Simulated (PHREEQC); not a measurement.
Consider water at 25 °C with 0.0026 mol HF, 0.028 mol NaF, 0.035 mol H2SiF6 and 0.015 mol HCl per kg of water. Closed to the air; pH follows from the charge balance.

Model: ion-association model, phreeqc.dat, run in PHREEQC.

```json
[
 {"quantity": "pH", "before": "1.33", "after": "1.34"},
 {"quantity": "ionic strength (mol/kgw)", "before": "0.121", "after": "0.118"},
 {"quantity": "HF (mol/kgw)", "before": "0.0299", "after": "0.0340"},
 {"quantity": "F- (mol/kgw)", "before": "0.000582", "after": "0.000295"},
 {"quantity": "HF2- (mol/kgw)", "before": "6.65e-5", "after": "4.37e-5"},
 {"quantity": "NaF (mol/kgw)", "before": "5.27e-6", "after": "2.55e-6"},
 {"quantity": "SI of Halite (NaCl)", "before": "-5.18", "after": "-5.23"}
]
```

### Question
What was changed between the two runs?
A) temperature from 25 to 35 °C
B) H2SiF6 left out
C) temperature from 25 to 70 °C
D) diluted 5-fold with water
E) temperature from 25 to 15 °C

### Answer
C, temperature from 25 to 70 °C

No solid was allowed to form. Some of these states are supersaturated (in Quartz (slow to form), for instance). Away from 25 °C the constants follow the database's enthalpies or fits; those with neither stay at their 25 °C values. SiF6-2 is the database's only silicon fluoride.
